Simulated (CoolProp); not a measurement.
Computed with CoolProp (reference Helmholtz-energy equation of state, Lemmon 2006). It is a short technical equation, of lower accuracy than the large ones.

**Question.** For carbon monoxide, give the phase and the cp (kJ/(kg K)), cv (kJ/(kg K)), isothermal compressibility (1/MPa) at 113 K and 4.33 MPa; 214.3 K and 4.33 MPa.

**Answer.** 
- 113 K and 4.33 MPa: liquid; cp 2.40, cv 0.993, isothermal compressibility 0.0104
- 214.3 K and 4.33 MPa: supercritical; cp 1.25, cv 0.769, isothermal compressibility 0.248
